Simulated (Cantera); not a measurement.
Gas mixture: N₂O = 0.74 (molar parts), at 2670 Pa, frozen composition.

Cantera's kinetic-theory transport with the Lennard-Jones parameters of GRI-Mech 3.0, ideal gas; thermal conductivity in the mixture-averaged form. The composition is frozen, though it would react at the higher temperatures.

D: mixture-averaged diffusion coefficient of that species in the mixture.

| T (K) | ρ (kg/m³) | cp (J/kg/K) | μ (µPa s) | λ (mW/m/K) | Pr | D (cm²/s) H | D (cm²/s) CO₂ | D (cm²/s) CH₃ |
|---|---|---|---|---|---|---|---|---|
| 400 | 0.0353 | 970.3 | 19.5 | 25.5 | 0.741 | 63.1 | 7.30 | ? |
| 550 | 0.0257 | 1073 | 25.5 | 37.0 | 0.739 | 112 | 13.1 | ? |
| 700 | 0.0202 | 1150 | 30.8 | 47.9 | 0.739 | 171 | 20.3 | ? |
| 850 | 0.0166 | 1210 | 35.6 | 58.2 | 0.739 | 238 | 28.5 | ? |
| 1000 | 0.0141 | 1255 | 40.0 | 68.0 | 0.739 | 315 | 37.8 | ? |
| 1150 | 0.0123 | 1285 | 44.1 | 77.1 | 0.736 | 399 | 48.0 | ? |
| 1300 | 0.0109 | 1311 | 48.0 | 85.8 | 0.734 | 490 | 59.2 | ? |
| 1450 | 0.00973 | 1334 | 51.7 | 94.1 | 0.733 | 589 | 71.2 | ? |

**Question.** Fill in the missing entries.

**Answer.** 
- 400, D (cm²/s) CH₃: 11.1
- 550, D (cm²/s) CH₃: 19.7
- 700, D (cm²/s) CH₃: 30.1
- 850, D (cm²/s) CH₃: 42.0
- 1000, D (cm²/s) CH₃: 55.4
- 1150, D (cm²/s) CH₃: 70.2
- 1300, D (cm²/s) CH₃: 86.3
- 1450, D (cm²/s) CH₃: 104
